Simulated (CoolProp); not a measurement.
Sulfur dioxide at 298.15 K and 0.726 MPa is throttled through a valve to 0.369 MPa with no heat exchange. Each further row changes one setting.

Values from CoolProp's reference Helmholtz-energy equation of state, Gao 2016.

| case | temperature change (K) | final phase | final density (kg/m³) |
|---|---|---|---|
| as stated | -1.8 | two-phase, vapour fraction 0.007 | 698 |
| outlet pressure 0.111 MPa | -33.0 | two-phase, vapour fraction 0.117 | 27.9 |
| outlet pressure 0.48 MPa | +0.0 | liquid | 1370 |
